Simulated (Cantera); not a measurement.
Mixture: 2.51 % CO, 0.110 % H2, 3.26 % CH4, 17.8 % O2, 67.0 % N2, 9.29 % H2O, equivalence ratio 0.44, at 9.67 atm, adiabatic and at constant pressure. Ignition delay is the time to a rise of 400 K.

Detailed kinetics in Cantera: GRI-Mech 3.0 (53 species, 325 reactions).

Q: Predict: delay at 1075 K; delay at 1275 K; delay at 1475 K; delay at 1675 K; apparent activation energy between 1575 and 1775 K.

A: 
| Property | Value |
|---|---|
| delay at 1075 K | 20.8 ms |
| delay at 1275 K | 1.30 ms |
| delay at 1475 K | 0.166 ms |
| delay at 1675 K | 32.3 µs |
| apparent activation energy between 1575 and 1775 K | 170 kJ/mol |
